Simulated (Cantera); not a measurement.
# Adiabatic ignition

An adiabatic, constant-pressure homogeneous reactor starts with 3.67 % CH₄, 2.64 % CO, 19.6 % O₂, 74.0 % N₂, equivalence ratio 0.44, at 1448 K and 1.00 bar.

Computed with Cantera and GRI-Mech 3.0 (53 species, 325 reactions).

```
t (s)     T (K)   x CH₄     x CO   x O₂     x N₂O     x OH       x H   x C₂H
--------  -----  ------  -------  -----  --------  -------  --------  ------
2.00e-6    1448  0.0367   0.0264  0.196    <1e-12  5.38e-9   2.35e-9  <1e-12
7.63e-6    1448  0.0367   0.0264  0.196    <1e-12  1.10e-8   3.03e-9  <1e-12
2.91e-5    1448  0.0367   0.0264  0.196  2.04e-12  1.95e-8   4.43e-9  <1e-12
0.000111   1448  0.0366   0.0264  0.196  1.88e-11  5.92e-8   1.18e-8  <1e-12
0.000424   1448  0.0365   0.0264  0.196  1.79e-10  4.43e-7   1.10e-7  <1e-12
0.00162    2246  <1e-12  0.00827  0.110   5.23e-7  0.00978   0.00170  <1e-12
0.00618    2347  <1e-12  0.00287  0.110   5.80e-7  0.00621  0.000298  <1e-12
0.0236     2343  <1e-12  0.00281  0.108   5.81e-7  0.00609  0.000288  <1e-12
0.0900     2333  <1e-12  0.00269  0.106   6.02e-7  0.00585  0.000269  <1e-12
0.343      2329  <1e-12  0.00264  0.105   6.15e-7  0.00576  0.000262  <1e-12
1.31       2329  <1e-12  0.00264  0.105   6.16e-7  0.00576  0.000262  <1e-12
5.00       2329  <1e-12  0.00264  0.105   6.16e-7  0.00576  0.000262  <1e-12
```
x: mole fraction; the columns are a selection and need not sum to one.

```
Quantity                                                             Value
---------------------------------  ---------------------------------------
time of steepest temperature rise                                  1.33 ms
temperature at 5.00 s                                               2329 K
equilibrium temperature                                             2329 K
x(CH₄) at 5.00 s                     <1e-12 (gas-phase equilibrium <1e-12)
x(CO) at 5.00 s                    0.00264 (gas-phase equilibrium 0.00264)
x(O₂) at 5.00 s                        0.105 (gas-phase equilibrium 0.105)
```
